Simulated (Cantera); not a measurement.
A Cantera script and its output.

```python
import numpy as np
import cantera as ct

gas = ct.Solution("gri30.yaml")
gas.TPX = 700, 170000, {'CH4': 1, 'C2H6': 0.44, 'C3H8': 0.42, 'O2': 6.2, 'N2': 23.3}
flame = ct.FreeFlame(gas, width=0.028)
flame.set_refine_criteria(ratio=3, slope=0.08, curve=0.16)
flame.transport_model = "unity-Lewis-number"
flame.solve(loglevel=0, auto=True)
z, T = flame.grid, flame.T
thick = (T[-1] - T[0]) / np.gradient(T, z).max()
show = ['CH4', 'C2H6', 'C3H8', 'C2H2', 'C2H', 'H2']
print(f"laminar burning velocity  {flame.velocity[0] * 100:.3f} cm/s")
print(f"burnt temperature         {T[-1]:.1f} K")
print(f"thermal thickness         {thick * 1e3:.4f} mm")
print(f"grid points               {len(z)}")
z0 = z[flame.heat_release_rate.argmax()]
print(f"{'z/mm':>9s}{'T/K':>9s}{'u/(m/s)':>9s}" + "".join(f"{s:>11s}" for s in show))
rows = []
for k in (-3, -2, -1.5, -1, -0.5, -0.25, 0, 0.25, 0.5, 1, 2, 4, 8):
    zz = z0 + k * thick
    rows.append([k * thick, np.interp(zz, z, T), np.interp(zz, z, flame.velocity),
                 *(np.interp(zz, z, flame.X[gas.species_index(s)]) for s in show)])
    print(f"{rows[-1][0] * 1e3:9.3f}{rows[-1][1]:9.1f}{rows[-1][2]:9.3f}" + "".join(f"{x:11.3e}" for x in rows[-1][3:]))
```

Output:

```
laminar burning velocity  125.565 cm/s
burnt temperature         2404.9 K
thermal thickness         0.1974 mm
grid points               143
     z/mm      T/K  u/(m/s)        CH4       C2H6       C3H8       C2H2        C2H         H2
   -0.592    700.3    1.256  3.188e-02  1.403e-02  1.339e-02  1.700e-07  3.300e-22  6.699e-06
   -0.395    703.8    1.263  3.180e-02  1.398e-02  1.334e-02  1.838e-06  4.004e-19  7.245e-05
   -0.296    712.6    1.279  3.158e-02  1.386e-02  1.321e-02  6.143e-06  1.157e-17  2.421e-04
   -0.197    767.5    1.382  3.023e-02  1.309e-02  1.240e-02  3.303e-05  5.583e-15  1.302e-03
   -0.099   1073.7    1.965  2.246e-02  8.777e-03  7.845e-03  1.894e-04  6.853e-11  7.409e-03
   -0.049   1431.8    2.674  1.306e-02  3.763e-03  2.926e-03  3.875e-04  2.476e-08  1.440e-02
    0.000   1817.5    3.460  2.944e-03  2.067e-04  1.035e-04  4.380e-04  1.264e-06  1.737e-02
    0.049   1970.7    3.759  1.538e-04  4.809e-07  1.077e-07  4.524e-05  4.510e-07  1.214e-02
    0.099   2026.9    3.854  4.607e-06  4.272e-10  4.287e-11  1.206e-06  1.621e-08  1.080e-02
    0.197   2101.1    3.973  1.189e-08  1.359e-14  4.946e-16  1.984e-09  3.127e-11  1.028e-02
    0.395   2191.1    4.115  4.639e-13  1.024e-20  1.116e-23  4.181e-14  7.204e-16  8.537e-03
    0.789   2279.3    4.251  8.013e-17  3.082e-28  3.377e-34  5.248e-20  8.824e-22  6.236e-03
    1.579   2348.1    4.357  3.430e-17  6.800e-30 -5.692e-42  4.163e-21  6.680e-23  4.398e-03
```

Model: GRI-Mech 3.0 (53 species, 325 reactions), integrated in Cantera. GRI-Mech 3.0 was tuned for natural gas; its chemistry of propane as a main component is partial and can be far from experiment. Unity Lewis numbers drop preferential diffusion, which matters most where H2 and H carry the flame. Burning velocities carry a grid error of a few per cent, more on coarse grids.
